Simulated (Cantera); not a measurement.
Cantera run, input and output.

```python
import numpy as np
import cantera as ct

gas = ct.Solution("gri30.yaml")
gas.TPX = 1275, 170000, {'N2O': 1.9, 'N2': 3.7}
reactor = ct.IdealGasConstPressureReactor(gas, energy="off", clone=False)
net = ct.ReactorNet([reactor])
net.rtol, net.atol = 1e-08, 1e-18
show = ['N2O', 'N2', 'O2', 'NO', 'NO2', 'O']
times = np.geomspace(3e-05, 7, 15)

steps = ct.SolutionArray(gas, extra=["t"])
rows = []
print(f"{'t/s':>10s}{'T/K':>9s}{'P/Pa':>11s}" + "".join(f"{s:>11s}" for s in show))
for t in times:
    while net.time < t:
        t_next = net.step()
        steps.append(gas.state, t=t_next)
    rows.append([np.interp(t, steps.t, y) for y in (steps.T, steps.P, *steps(*show).X.T)])
    print(f"{t:10.3e}{rows[-1][0]:9.1f}{rows[-1][1]:11.4g}" + "".join(f"{x:11.3e}" for x in rows[-1][2:]))
rate = np.gradient(steps.T, steps.t)
print("integrator steps:", len(steps.t))
if steps.T.max() > steps.T[0] + 200:
    print(f"time of steepest temperature rise: {steps.t[rate.argmax()]:.4e} s")
gas.TPX = 1275, 170000, {'N2O': 1.9, 'N2': 3.7}
gas.equilibrate("TP")
print(f"equilibrium (TP): T = {gas.T:.1f} K  " + "  ".join(f"{s} {gas[s].X[0]:.3e}" for s in show))
```

It prints:

```
       t/s      T/K       P/Pa        N2O         N2         O2         NO        NO2          O
 3.000e-05   1275.0    1.7e+05  3.392e-01  6.607e-01  1.175e-05  3.735e-06  2.335e-10  4.850e-06
 7.254e-05   1275.0    1.7e+05  3.392e-01  6.608e-01  3.424e-05  1.088e-05  1.973e-09  4.971e-06
 1.754e-04   1275.0    1.7e+05  3.390e-01  6.608e-01  8.885e-05  2.822e-05  1.313e-08  4.970e-06
 4.240e-04   1275.0    1.7e+05  3.387e-01  6.610e-01  2.207e-04  7.006e-05  7.883e-08  4.968e-06
 1.025e-03   1275.0    1.7e+05  3.378e-01  6.615e-01  5.387e-04  1.707e-04  4.394e-07  4.963e-06
 2.479e-03   1275.0    1.7e+05  3.357e-01  6.625e-01  1.303e-03  4.115e-04  2.213e-06  4.947e-06
 5.994e-03   1275.0    1.7e+05  3.308e-01  6.651e-01  3.121e-03  9.803e-04  9.302e-06  4.901e-06
 1.449e-02   1275.0    1.7e+05  3.193e-01  6.710e-01  7.363e-03  2.290e-03  3.015e-05  4.780e-06
 3.504e-02   1275.0    1.7e+05  2.938e-01  6.842e-01  1.679e-02  5.126e-03  7.730e-05  4.505e-06
 8.472e-02   1275.0    1.7e+05  2.433e-01  7.104e-01  3.564e-02  1.047e-02  1.663e-04  3.941e-06
 2.048e-01   1275.0    1.7e+05  1.624e-01  7.529e-01  6.632e-02  1.806e-02  2.926e-04  2.959e-06
 4.952e-01   1275.0    1.7e+05  7.265e-02  8.011e-01  1.014e-01  2.439e-02  3.969e-04  1.636e-06
 1.197e+00   1275.0    1.7e+05  1.560e-02  8.328e-01  1.248e-01  2.635e-02  4.201e-04  4.673e-07
 2.895e+00   1275.0    1.7e+05  6.407e-04  8.414e-01  1.312e-01  2.642e-02  3.573e-04  5.269e-08
 7.000e+00   1275.0    1.7e+05  5.753e-07  8.417e-01  1.315e-01  2.643e-02  3.273e-04  3.129e-08
integrator steps: 1036
equilibrium (TP): T = 1275.0 K  N2O 2.659e-08  N2 8.548e-01  O2 1.449e-01  NO 2.917e-04  NO2 3.790e-06  O 3.281e-08
```

Model: GRI-Mech 3.0 (53 species, 325 reactions), integrated in Cantera. GRI-Mech 3.0 was tuned for natural gas; its chemistry of N2O as a main component is partial and can be far from experiment. The mechanism lacks the step 2 NO + O2 → 2 NO2, which can matter for NO2 below about 1400 K. The temperature is held fixed by assumption; the heat of reaction is taken as removed at once.
